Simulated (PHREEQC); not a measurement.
Dissolve 132 mmol/kgw HNO3, 93 mmol/kgw FeCl3 and 9.5 mmol/kgw CuCl2 at 20 °C. Closed to the air; pH follows from the charge balance.

Equilibrium calculation in PHREEQC: ion-association model, phreeqc.dat.

This is a speciation only: nothing precipitates in the calculation.

Task: Order these Cl species by the share of Cl that they hold, largest first: FeCl2+, CuCl+, Cl-, FeCl3, FeCl+2.

Result: Cl- (75 %), FeCl+2 (16 %), FeCl2+ (8.0 %), CuCl+ (0.33 %), FeCl3 (0.11 %)

Task: Order these Fe species by the share of Fe that they hold, largest first: FeOH+2, Fe+3, FeCl2+, Fe2(OH)2+4, FeCl+2.

Result: FeCl+2 (53 %), Fe+3 (34 %), FeCl2+ (13 %), FeOH+2 (0.65 %), Fe2(OH)2+4 (0.17 %)

The pH is 0.99 and the ionic strength 0.508 mol/kgw. Examples of supersaturated solids here: Hematite (slow to form), Goethite (slow to form). Others may be too.
